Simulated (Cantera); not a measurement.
What does this Cantera script print?

```python
import numpy as np
import cantera as ct

gas_names = [...]  # 113 gases of nasa_gas.yaml made of C, H, O, Ti
cond_names = """
    C(gr) C6H6(L) C7H8(L) C8H18(L),n-octa H2O(s) H2O(L) Ti(a) Ti(b) Ti(L) TiC(s) TiC(L) TiO(a) TiO(b)
    TiO(L) TiO2(ru) TiO2(L) Ti2O3(a) Ti2O3(b) Ti2O3(L) Ti3O5(a) Ti3O5(b) Ti3O5(L) Ti4O7(s) Ti4O7(L)
""".split()


# ... load() reads the species with a 1 bar reference pressure and builds the phases ...
atoms = {
    'TiO2': {'Ti': 1, 'O': 2},
    'CO': {'C': 1, 'O': 1},
    'H2': {'H': 2},
}
top_T = {'C(gr)': 4500}  # K; cautious upper limits of use, not melting points


# ... equilibrate(T, P, feed) seeds the gas with the atoms and calls Mixture.equilibrate('TP', solver="vcs", rtol=1e-11, max_steps=5000) ...
results = []
feed = {'TiO2': 1, 'CO': 4.6, 'H2': 12}  # mol
T = 2198  # K
P = 13332.2  # Pa
mix = equilibrate(T, P, feed)
results.append((T, P, feed, dict(zip(mix.species_names, mix.species_moles))))
x = sorted(zip(gas.X, gas.species_names), reverse=True)
print(f"T = {T:g} K  P = {P:g} Pa  gas = {mix.phase_moles(0):.4g} mol")
print("   x: " + "  ".join(f"{s} {v:.3e}" for v, s in x if v > 0.0001))
print("   condensed (mol): " + ("  ".join(f"{mix.phase(i).name} {mix.phase_moles(i):.4g}"
      for i in range(1, mix.n_phases) if mix.phase_moles(i) > 1e-12) or "none"))
```

Result:

```
T = 2198 K  P = 13332.2 Pa  gas = 16.71 mol
   x: H2 6.934e-01  CO 2.739e-01  H2O 1.852e-02  H 1.270e-02  CO2 1.387e-03
   condensed (mol): Ti3O5(L) 0.3332
```

These are equilibrium values from Cantera (NASA tables, ideal gas, pure condensed phases), not measurements of a reactor.
